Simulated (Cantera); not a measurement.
Input (Python, Cantera) and output of one run.

```python
import numpy as np
import cantera as ct

gas_names = """
    C CN CO CO2 C2 CCN CNC C2N2 C2O C3 C3O2 C4 C4N2 C5 N NCO NO NO2 NO3 N2 N2O O O2 O3 Pb PbO Pb2
""".split()
cond_names = """
    C(gr) Pb(cr) Pb(L) PbO(rd) PbO(yw) PbO(L) PbO2(s) Pb3O4(s)
""".split()


# ... load() reads the species with a 1 bar reference pressure and builds the phases ...
atoms = {
    'PbO': {'Pb': 1, 'O': 1},
    'CO': {'C': 1, 'O': 1},
    'N2': {'N': 2},
}
top_T = {'C(gr)': 4500, 'Pb3O4(s)': 820}  # K; cautious upper limits of use, not melting points


# ... equilibrate(T, P, feed) seeds the gas with the atoms and calls Mixture.equilibrate('TP', solver="vcs", rtol=1e-11, max_steps=5000) ...
results = []
feed = {'PbO': 1, 'CO': 0.97, 'N2': 0.11}  # mol
T = 1273.15  # K
P = 2900  # Pa
mix = equilibrate(T, P, feed)
results.append((T, P, feed, dict(zip(mix.species_names, mix.species_moles))))
print(gas.report(threshold=1e-05))
for i in range(1, mix.n_phases):
    print(f"{mix.phase(i).name:16s} {mix.phase_moles(i):12.5e} mol")
```

It prints:

```
       temperature   1273.2 K
          pressure   2900 Pa
           density   0.014951 kg/m^3
  mean mol. weight   54.575 kg/kmol
   phase of matter   gas

                          1 kg             1 kmol
                     ---------------   ---------------
          enthalpy       -4.9367e+06       -2.6942e+08  J
   internal energy       -5.1306e+06       -2.8001e+08  J
           entropy            5641.8         3.079e+05  J/K
    Gibbs function        -1.212e+07       -6.6143e+08  J
 heat capacity c_p            954.29             52080  J/K
 heat capacity c_v            801.94             43766  J/K

                      mass frac. Y      mole frac. X     chem. pot. / RT
                     ---------------   ---------------   ---------------
                CO        0.00030408        0.00059248           -47.682
               CO2           0.67083            0.8319            -70.31
                N2          0.048459          0.094406           -31.423
                Pb           0.24083          0.063433           -10.666
               PbO          0.039538         0.0096675           -33.293
     [  +22 minor]        3.6605e-05        5.4798e-06

C(gr)             0.00000e+00 mol
Pb(L)             8.95389e-01 mol
PbO(L)            1.94245e-02 mol
```

Method: chemical equilibrium by Gibbs-energy minimisation in Cantera with the NASA 1993 tables (ideal gas, pure condensed phases). Each liquid is taken as pure. Mutual solubility and eutectic melting of coexisting phases are not modelled. Gases not in the tables: (PbO)n polymers.
